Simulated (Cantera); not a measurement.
An isothermal, constant-pressure homogeneous reactor starts with C₃H₈ : H₂ = 1 : 22 (molar parts), at 1850 K and 0.0133 bar. Integrator tolerance rtol = 1e-08.

Model: GRI-Mech 3.0 (53 species, 325 reactions), integrated in Cantera. GRI-Mech 3.0 was tuned for natural gas; its chemistry of propane as a main component is partial and can be far from experiment. GRI-Mech 3.0 stops at C3 and has no aromatics, soot or wall deposition, so with more carbon than oxygen in the feed, carbon stays in small species such as C2H2 where larger ones or solid carbon would form. Radical loss at walls, strong at low pressure, is not modelled.

What does this change do: 0.053 parts H2O added?


| quantity | before | after |
|---|---|---|
| x(C₃H₈) at 2.00 s | <1e-12 (gas-phase equilibrium <1e-12) | <1e-12 (gas-phase equilibrium <1e-12) |
| x(H₂) at 2.00 s | 0.938 (gas-phase equilibrium 0.938) | 0.936 (gas-phase equilibrium 0.937) |
| x(CH₂) at 2.00 s | 3.33e-7 (gas-phase equilibrium 6.45e-8) | 4.53e-7 (gas-phase equilibrium 6.38e-8) |
| x(C₂H₆) at 2.00 s | 3.14e-9 (gas-phase equilibrium 1.49e-10) | 5.87e-9 (gas-phase equilibrium 1.46e-10) |
| x(CH₄) at 2.00 s | 0.000626 (gas-phase equilibrium 0.000117) | 0.000862 (gas-phase equilibrium 0.000115) |
| x(C₂H₄) at 2.00 s | 1.20e-5 (gas-phase equilibrium 1.19e-5) | 1.20e-5 (gas-phase equilibrium 1.17e-5) |

What does this change do: C3H8 1 to 0.27 parts?


```csv
quantity,before,after
x(C₃H₈) at 2.00 s,<1e-12 (gas-phase equilibrium <1e-12),<1e-12 (gas-phase equilibrium <1e-12)
x(H₂) at 2.00 s,0.938 (gas-phase equilibrium 0.938),0.978 (gas-phase equilibrium 0.978)
x(CH₂) at 2.00 s,3.33e-7 (gas-phase equilibrium 6.45e-8),3.13e-7 (gas-phase equilibrium 3.63e-8)
x(C₂H₆) at 2.00 s,3.14e-9 (gas-phase equilibrium 1.49e-10),2.99e-9 (gas-phase equilibrium 4.94e-11)
x(CH₄) at 2.00 s,0.000626 (gas-phase equilibrium 0.000117),0.000632 (gas-phase equilibrium 6.85e-5)
x(C₂H₄) at 2.00 s,1.20e-5 (gas-phase equilibrium 1.19e-5),3.86e-6 (gas-phase equilibrium 3.78e-6)
```

What does this change do: 0.89 parts H2O added?


| quantity | before | after |
|---|---|---|
| x(C₃H₈) at 2.00 s | <1e-12 (gas-phase equilibrium <1e-12) | <1e-12 (gas-phase equilibrium <1e-12) |
| x(H₂) at 2.00 s | 0.938 (gas-phase equilibrium 0.938) | 0.917 (gas-phase equilibrium 0.926) |
| x(CH₂) at 2.00 s | 3.33e-7 (gas-phase equilibrium 6.45e-8) | 1.13e-6 (gas-phase equilibrium 5.20e-8) |
| x(C₂H₆) at 2.00 s | 3.14e-9 (gas-phase equilibrium 1.49e-10) | 4.48e-8 (gas-phase equilibrium 9.58e-11) |
| x(CH₄) at 2.00 s | 0.000626 (gas-phase equilibrium 0.000117) | 0.00247 (gas-phase equilibrium 9.29e-5) |
| x(C₂H₄) at 2.00 s | 1.20e-5 (gas-phase equilibrium 1.19e-5) | 1.10e-5 (gas-phase equilibrium 7.74e-6) |
